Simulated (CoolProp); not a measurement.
Vapour pressure (kPa) of dimethyl carbonate: the reference equation beside estimates from Tc = 557.0 K, pc = 4909 kPa, ω = 0.346. Clausius-Clapeyron is anchored at 425.3 K with a constant enthalpy of vaporisation of 29.55 kJ/mol.

Computed with CoolProp (reference Helmholtz-energy equation of state, Zhou 2011).

| T (K) | reference | Lee-Kesler | Clausius-Clapeyron | van der Waals | Soave-Redlich-Kwong | Peng-Robinson |
|---|---|---|---|---|---|---|
| 407.3 | 345.6 | 348.8 | 362.7 | 1225 | 348.6 | 346.3 |
| 416.3 | 428.0 | 433.5 | 438.0 | 1363 | 433.6 | 429.9 |
| 425.3 | 524.7 | 533.0 | 524.7 | 1511 | 533.7 | 528.3 |
| 434.3 | 637.2 | 648.9 | 623.9 | 1669 | 650.6 | 643.2 |
| 443.3 | 767.3 | 782.7 | 736.7 | 1837 | 786.1 | 776.3 |
| 452.2 | 914.7 | 934.2 | 862.6 | 2014 | 939.9 | 927.6 |
| 461.2 | 1085 | 1109 | 1006 | 2202 | 1118 | 1102 |
| 470.2 | 1278 | 1306 | 1165 | 2402 | 1319 | 1301 |
| 479.2 | 1496 | 1529 | 1343 | 2612 | 1547 | 1526 |
| 488.1 | 1739 | 1777 | 1538 | 2831 | 1799 | 1776 |

Absolute difference from the reference over all 10 rows, mean and median: Lee-Kesler 1.9 and 2.1 %, Clausius-Clapeyron 5.7 and 5.3 %, van der Waals 141.1 and 129.8 %, Soave-Redlich-Kwong 2.4 and 2.6 %, Peng-Robinson 1.2 and 1.3 %.
